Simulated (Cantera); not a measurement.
**Reactions in the system H-N-O-Ta**

Source: NASA polynomial tables (part measured, part estimated), evaluated in Cantera. Values are per mole of reaction as written; species without (g) are pure solids or liquids, kept so even where they would boil at 1 bar.

3 H2O2(g) + 2 NO2(g) + 4 Ta ⇌ 2 NH3(g) + 2 Ta2O5

```
T (K)  ΔH° (kJ)  ΔS° (J/K)  ΔG° (kJ)  log10 K
-----  --------  ---------  --------  -------
300     -3843.3     -677.7   -3640.0   633.76
825     -3813.7     -623.1   -3299.7   208.91
900     -3808.6     -617.1   -3253.2   188.81
975     -3803.3     -611.5   -3207.1   171.81
1050    -3797.8     -606.1   -3161.4   157.27
1125    -3792.2     -600.9   -3116.2   144.68
1200    -3786.6     -596.1   -3071.3   133.69
1275    -3780.9     -591.5   -3026.8   124.00
1350    -3775.1     -587.1   -2982.6   115.40
1425    -3769.3     -582.9   -2938.7   107.72
1500    -3763.5     -578.9   -2895.1   100.81
1575    -3757.6     -575.1   -2851.9    94.58
```
